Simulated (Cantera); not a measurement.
A perfectly stirred reactor is fed with C₂H₆ : N₂ = 1 : 98 (molar parts), at 750 Torr; it is held at 1350 K, and followed from long to short residence time.

Computed with Cantera and GRI-Mech 3.0 (53 species, 325 reactions). GRI-Mech 3.0 stops at C3 and has no aromatics, soot or wall deposition, so with more carbon than oxygen in the feed, carbon stays in small species such as C2H2 where larger ones or solid carbon would form.

x: mole fraction; the columns are a selection and need not sum to one.

```csv
τ (s),x C₂H₆,x CH₂,x CH₃,x CH₄,x C₂H₄
11,1.68e-5,1.38e-10,3.90e-6,0.00366,0.000260
4.4,…,2.51e-10,…,…,…
1.8,…,4.52e-10,…,…,…
0.75,8.78e-5,8.07e-10,7.89e-6,0.00249,0.000663
0.31,0.000154,1.45e-9,1.01e-5,0.00221,0.000982
0.13,0.000276,2.61e-9,1.33e-5,0.00203,0.00149
0.054,0.000517,4.80e-9,1.83e-5,0.00190,0.00229
0.022,0.00102,9.06e-9,2.63e-5,0.00173,0.00338
0.0092,0.00200,1.65e-8,3.86e-5,0.00144,0.00435
```

### Question
Some entries are withheld; supply them.

### Answer

- 4.4, x C₂H₆: 2.99e-5
- 4.4, x CH₃: 4.99e-6
- 4.4, x CH₄: 0.00327
- 4.4, x C₂H₄: 0.000341
- 1.8, x C₂H₆: 5.14e-5
- 1.8, x CH₃: 6.28e-6
- 1.8, x CH₄: 0.00285
- 1.8, x C₂H₄: 0.000467
